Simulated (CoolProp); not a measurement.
Vapour-liquid equilibrium of CHF3 (R23) (1) + R143a (2) at 0.459 MPa; x and y are mole fractions of (1).

Model: multi-fluid Helmholtz-energy mixture model, Penoncello 2003 and Lemmon and Jacobsen 2000; pair parameters Bell 2016, in CoolProp.

Task: Give the bubble temperature and the first vapour's composition at x = 0.125, 0.65, 0.95. Is there an azeotrope?

Result: x = 0.125: 255.4 K, y = 0.324; x = 0.65: 230.6 K, y = 0.892; x = 0.95: 223.2 K, y = 0.987. No azeotrope shows between x = 0.05 and 0.95.

Pair parameters are fitted to limited data, so mixtures are less certain than the pure fluids.
